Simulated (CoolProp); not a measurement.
Vapour-liquid equilibrium of methanol (1) + benzene (2) at 134.65 °C; x and y are mole fractions of (1).

Computed with CoolProp (multi-fluid Helmholtz-energy mixture model, de Reuck 1993 and Thol 2012; pair parameters Bell 2016).

```tsv
x	bubble pressure, mixture model (MPa)	bubble pressure, Raoult's law (MPa)	y, mixture model	y, Raoult's law
0.05	0.5548	0.4470	0.241	0.106
0.2	0.7801	0.5266	0.491	0.361
0.35	0.8803	0.6062	0.580	0.549
0.5	0.9339	0.6857	0.640	0.693
0.65	0.9675	0.7653	0.706	0.808
0.8	0.9809	0.8449	0.800	0.900
0.95	0.9640	0.9244	0.940	0.977
```

The largest gap from Raoult's law is +48.1 % in bubble pressure, at x = 0.2. y crosses x between x = 0.65 and 0.8: the model has an azeotrope there.

The pair parameters rest on a limited set of measurements; away from them the model extrapolates.
